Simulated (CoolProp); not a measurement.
Saturation properties of R1233zd(E) (Tc = 165.7 °C, pc = 3583 kPa, ω = 0.304).

The numbers come from the reference Helmholtz-energy equation of state, Akasaka 2022 in CoolProp.

```tsv
T (°C)	p (kPa)	liquid density (kg/m³)	vapour density (kg/m³)	enthalpy of vaporisation (kJ/kg)
42.55	234.2	1219	12.59	181.7
49.75	291.7	1201	15.55	177.7
56.85	358.4	1182	18.99	173.5
63.95	436.2	1162	23.01	169.2
71.15	527.4	1141	27.77	164.5
78.25	630.9	1120	33.25	159.6
85.35	748.9	1098	39.62	154.5
92.55	884.8	1075	47.13	148.9
99.65	1036	1051	55.77	143.0
106.75	1206	1025	65.86	136.7
113.95	1399	997.6	77.89	129.8
121.05	1611	968.2	91.94	122.3
```

It boils at 18.1 °C under 1 atm.
